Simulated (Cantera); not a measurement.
An isothermal, constant-pressure homogeneous reactor starts with H2 : O2 : N2 = 1 : 1 : 13 (molar parts), at 1300 K and 750 Torr.

Cantera simulation using the H2/O2 subset of GRI-Mech 3.0, which has no nitrogen chemistry; the numbers are that mechanism's predictions, not measurements. The temperature is held fixed by assumption; the heat of reaction is taken as removed at once.

x: mole fraction; the columns are a selection and need not sum to one.

```tsv
t (s)	x H2	x O2	x HO2	x H	x H2O2
1.00e-6	0.0667	0.0667	1.77e-9	(withheld)	<1e-12
6.76e-6	0.0667	0.0667	1.28e-8	(withheld)	3.68e-11
4.57e-5	0.0665	0.0666	6.74e-6	(withheld)	3.46e-8
0.000309	0.000899	0.0345	1.36e-5	(withheld)	1.53e-6
0.00209	1.50e-5	0.0345	9.45e-7	(withheld)	1.23e-7
0.0141	6.49e-7	0.0345	6.07e-8	(withheld)	1.18e-8
0.0956	7.78e-8	0.0345	1.07e-8	7.45e-10	1.74e-9
0.647	3.27e-8	0.0345	8.03e-9	2.03e-10	7.09e-10
4.37	3.24e-8	0.0345	8.02e-9	2.01e-10	7.02e-10
29.6	3.24e-8	0.0345	8.02e-9	2.01e-10	7.02e-10
200	3.24e-8	0.0345	8.02e-9	2.01e-10	7.02e-10
```

Task: Fill in the missing entries.

Result: 
- 1.00e-6, x H: 1.68e-9
- 6.76e-6, x H: 1.83e-8
- 4.57e-5, x H: 8.03e-5
- 0.000309, x H: 0.000516
- 0.00209, x H: 1.05e-6
- 0.0141, x H: 1.54e-8
